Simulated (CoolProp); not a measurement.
Vapour-liquid equilibrium of CH2F2 (R32) (1) + R142b (2) at 292.1 K; x and y are mole fractions of (1).

Computed with CoolProp (multi-fluid Helmholtz-energy mixture model, Tillner-Roth 1997 and Lemmon 2006; pair parameters Bell 2016).

Task: Give the bubble pressure and the first vapour's composition at x = 0.275, 0.35, 0.875. Is there an azeotrope?

Result: x = 0.275: 0.6342 MPa, y = 0.642; x = 0.35: 0.7279 MPa, y = 0.710; x = 0.875: 1.297 MPa, y = 0.952. No azeotrope shows between x = 0.05 and 0.95.

The pair parameters rest on a limited set of measurements; away from them the model extrapolates.
